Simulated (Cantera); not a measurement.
Input: 1 mol SiCl4, 6.1 mol NH3, 2.6 mol N2, at 1.00 bar.

Equilibrium computed with Cantera from the NASA thermochemical tables; the gas is ideal and each condensed phase is pure. Candidate condensed phases: NH4Cl, Si, Si3N4; 28 gas species. Gases not in the tables: Si2H6 and higher silanes. The numbers say what is thermodynamically allowed, not how fast it happens.

### Question
Which condensed phases are stable at each of these points (T (K)): 1723, 1773, 1823, 1873, 1923, 1973, 2023, 2073, 2123?

### Answer
| T (K) | condensed phases | Si condensed (%) |
|---|---|---|
| 1723 | Si3N4(s) | 72.8 |
| 1773 | Si3N4(s) | 63.7 |
| 1823 | Si3N4(s) | 53.0 |
| 1873 | Si3N4(s) | 41.1 |
| 1923 | Si3N4(s) | 28.7 |
| 1973 | Si3N4(s) | 16.2 |
| 2023 | Si3N4(s) | 4.2 |
| 2073 | gas only | 0.0 |
| 2123 | gas only | 0.0 |

From 1723 K to 2023 K the condensed part is Si3N4(s). From 2073 K to 2123 K nothing is condensed.
